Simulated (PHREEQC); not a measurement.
NaOH is added in steps, without added water, to 1 kg of water holding 0.0059 mol CuCl2 and 0.0011 mol NaCl, at 25 °C. O2 is buffered at 0.21 atm. CO2 from the air is kept out. Nothing may precipitate in this run.

Base run: PHREEQC, ion-association model, wateq4f.dat. Each further column changes one thing. The table gives Cu+2 (mol/kgw).

| NaOH added (mol) | base | metal-ligand complexes left out | all activity coefficients set to 1 | Debye-Hückel limiting law |
|---|---|---|---|---|
| 0 | 0.00577 | 0.00589 | 0.00569 | 0.00578 |
| 0.0024 | 0.00356 | 0.00363 | 0.00352 | 0.00357 |
| 0.0048 | 0.00160 | 0.00162 | 0.00159 | 0.00161 |
| 0.0072 | 0.000467 | 0.000471 | 0.000474 | 0.000477 |
| 0.0088 | 0.000192 | 0.000192 | 0.000196 | 0.000197 |
| 0.0112 | 2.32e-5 | 2.32e-5 | 2.37e-5 | 2.38e-5 |
| 0.0136 | 1.90e-11 | 1.90e-11 | 9.30e-12 | 2.19e-11 |
| 0.016 | 3.62e-12 | 3.62e-12 | 1.69e-12 | 4.27e-12 |

In at least one series the solution becomes supersaturated in solids that the run did not let form, among them Cu(OH)2, Atacamite. The database's constant for dissolved Cu(OH)2 is higher than later reviews accept.
